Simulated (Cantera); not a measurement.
Input: 1 mol SiH₂Cl₂, 430 mol H₂, equilibrated at 0.980 bar.

Method: chemical equilibrium by Gibbs-energy minimisation in Cantera with the NASA 1993 tables (ideal gas, pure condensed phases). Candidate condensed phases: Si; 19 gas species. The tables' values for SiCl are old estimates; treat these amounts as uncertain. Gases not in the tables: Si₂H₆ and higher silanes. Equilibrium is a limit: real reactors are often held back by kinetics, nucleation or transport. All values below are at 2423 K.

Base state: H₂ 0.976, H 0.0177, HCl 0.00446, Si 0.00140, SiH 0.000408, SiH₂ 0.000392, Cl 5.75e-5, SiCl 3.44e-5 (mole fractions); condensed: gas only.

Task: What changes in the equilibrium state with this change: H₂ from 430 to 2.4 mol?

Result: 
| species | before | after |
|---|---|---|
| H₂ | 0.976 | 0.648 |
| HCl | 0.00446 | 0.214 |
| SiCl₂ | 1.67e-5 | 0.111 |
| H | 0.0177 | 0.0144 |
| SiCl₃ | 5.08e-9 | 0.00198 |
| SiHCl₃ | <1e-9 | 5.65e-5 |
| SiCl₄ | <1e-9 | 2.39e-5 |
| Si(l), mol | 0 | 0.462 |
The tables' values for SiCl, SiCl₃ are old estimates; treat these amounts as uncertain.
